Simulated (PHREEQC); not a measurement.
Ultrapure water in contact with air or piping: an equilibrium model

Model water analysis in mg/L, 25 °C, pH 5.77, pe 9.6:

| constituent | mg/L |
|---|---|
| Na | 0.338 |
| K | 0.0579 |
| Ca | 0.235 |
| Mg | 0.077 |
| Cl | 0.516 |
| S(6) as SO4 | 0.421 |
| Alkalinity as HCO3 | 0.564 |
| Br | 0.000401 |

Valence states are taken as typed.

All values are PHREEQC results (ion-association model, wateq4f.dat), not measurements.

This is a speciation only: nothing precipitates in the calculation.

**Question.** What charge-balance error does the model give?

**Answer.** charge-balance error 2.4 %.

**Question.** In which forms is C present?

**Answer.** CO2 79 %, HCO3- 21 % of the C.

Species that the database lacks are ignored.
